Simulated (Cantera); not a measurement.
A diamond (100) surface in a fixed gas of H2 with x(CH4) = 0.0071, x(H) = 0.018, x(CH3) = 4.9e-05, 0.0809 atm; coverages are run to steady state.

Detailed kinetics in Cantera: the Harris–Goodwin 1993 mechanism for the reconstructed diamond (100) surface.

θ: site fractions in the mechanism's names (c6HH fully hydrogenated, c6H* and c6*H radical sites, c6** diradical, c6HM methylated).

```csv
T (K),growth (µm/h),θ c6HH,θ c6H*,θ c6*H,θ c6**,θ c6HM
900,1.26,0.690,0.0107,0.292,0.00441,___
950,1.67,0.642,0.0144,0.335,0.00674,___
1000,2.12,0.595,0.0186,0.374,0.00982,___
1050,2.59,0.552,0.0232,0.410,0.0137,___
1100,3.02,0.511,0.0282,0.441,0.0185,___
1150,3.25,0.473,0.0334,0.469,0.0242,___
1200,3.12,0.438,0.0387,0.492,0.0308,___
1250,2.63,0.406,0.0442,0.511,0.0382,___
1300,2.04,0.378,0.0496,0.526,0.0465,___
1350,1.62,0.352,0.0549,0.538,0.0554,___
1400,1.43,0.328,0.0600,0.547,0.0649,___
```

Task: What belongs in the gaps?

Result: 
- 900, θ c6HM: 0.00230
- 950, θ c6HM: 0.00184
- 1000, θ c6HM: 0.00148
- 1050, θ c6HM: 0.00119
- 1100, θ c6HM: 0.000946
- 1150, θ c6HM: 0.000715
- 1200, θ c6HM: 0.000488
- 1250, θ c6HM: 0.000288
- 1300, θ c6HM: 0.000147
- 1350, θ c6HM: 6.82e-5
- 1400, θ c6HM: 3.03e-5
